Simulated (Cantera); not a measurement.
Cantera run, input and output.

```python
import numpy as np
import cantera as ct

gas = ct.Solution("gri30.yaml")
gas.TPX = 950, 500000, {'CH4': 0.002, 'O2': 0.0058, 'N2': 1, 'H2': 0.01}
reactor = ct.IdealGasConstPressureReactor(gas, energy="off", clone=False)
net = ct.ReactorNet([reactor])
net.rtol, net.atol = 1e-08, 1e-18
show = ['CH4', 'O2', 'HCO', 'HO2', 'H', 'NO2', 'N2O']
times = np.geomspace(8e-06, 2, 14)

steps = ct.SolutionArray(gas, extra=["t"])
rows = []
print(f"{'t/s':>10s}{'T/K':>9s}{'P/Pa':>11s}" + "".join(f"{s:>11s}" for s in show))
for t in times:
    while net.time < t:
        t_next = net.step()
        steps.append(gas.state, t=t_next)
    rows.append([np.interp(t, steps.t, y) for y in (steps.T, steps.P, *steps(*show).X.T)])
    print(f"{t:10.3e}{rows[-1][0]:9.1f}{rows[-1][1]:11.4g}" + "".join(f"{x:11.3e}" for x in rows[-1][2:]))
rate = np.gradient(steps.T, steps.t)
print("integrator steps:", len(steps.t))
if steps.T.max() > steps.T[0] + 200:
    print(f"time of steepest temperature rise: {steps.t[rate.argmax()]:.4e} s")
gas.TPX = 950, 500000, {'CH4': 0.002, 'O2': 0.0058, 'N2': 1, 'H2': 0.01}
gas.equilibrate("TP")
print(f"equilibrium (TP): T = {gas.T:.1f} K  " + "  ".join(f"{s} {gas[s].X[0]:.3e}" for s in show))
```

Result:

```
       t/s      T/K       P/Pa        CH4         O2        HCO        HO2          H        NO2        N2O
 8.000e-06    950.0      5e+05  1.965e-03  5.699e-03  1.950e-26  5.701e-13  2.348e-13  1.833e-37  5.403e-20
 2.081e-05    950.0      5e+05  1.965e-03  5.699e-03  1.673e-25  1.745e-12  3.535e-13  1.555e-35  4.651e-19
 5.414e-05    950.0      5e+05  1.965e-03  5.699e-03  1.365e-24  5.149e-12  4.155e-13  8.652e-34  2.405e-18
 1.409e-04    950.0      5e+05  1.965e-03  5.699e-03  9.460e-24  1.449e-11  4.622e-13  2.774e-32  8.591e-18
 3.664e-04    950.0      5e+05  1.965e-03  5.699e-03  5.260e-23  4.028e-11  5.279e-13  6.893e-31  2.822e-17
 9.533e-04    950.0      5e+05  1.965e-03  5.699e-03  2.209e-22  1.111e-10  5.831e-13  1.563e-29  9.511e-17
 2.480e-03    950.0      5e+05  1.965e-03  5.699e-03  7.435e-22  3.004e-10  6.524e-13  3.321e-28  3.529e-16
 6.452e-03    950.0      5e+05  1.965e-03  5.699e-03  2.564e-21  8.276e-10  8.920e-13  7.359e-27  1.614e-15
 1.678e-02    950.0      5e+05  1.965e-03  5.699e-03  1.314e-20  2.645e-09  1.931e-12  2.382e-25  9.912e-15
 4.366e-02    950.0      5e+05  1.965e-03  5.699e-03  2.537e-19  1.448e-08  9.281e-12  3.286e-23  1.001e-13
 1.136e-01    950.0      5e+05  1.965e-03  5.698e-03  1.614e-15  3.629e-07  3.579e-10  6.879e-19  3.995e-12
 2.955e-01    950.0      5e+05  1.843e-03  5.291e-03  2.730e-10  5.224e-06  5.247e-08  1.878e-13  8.083e-10
 7.688e-01    950.0      5e+05  1.230e-03  3.265e-03  2.363e-10  3.792e-06  4.656e-08  1.800e-12  4.631e-09
 2.000e+00    950.0      5e+05  6.998e-04  1.338e-03  8.876e-11  1.754e-06  2.960e-08  4.232e-12  9.745e-09
integrator steps: 813
equilibrium (TP): T = 950.0 K  CH4 5.015e-08  O2 1.322e-22  HCO 2.584e-15  HO2 2.138e-26  H 1.897e-11  NO2 2.148e-27  N2O 1.072e-19
```

Detailed kinetics in Cantera: GRI-Mech 3.0 (53 species, 325 reactions). Below about 1000 K GRI-Mech 3.0 lacks low-temperature oxidation paths.
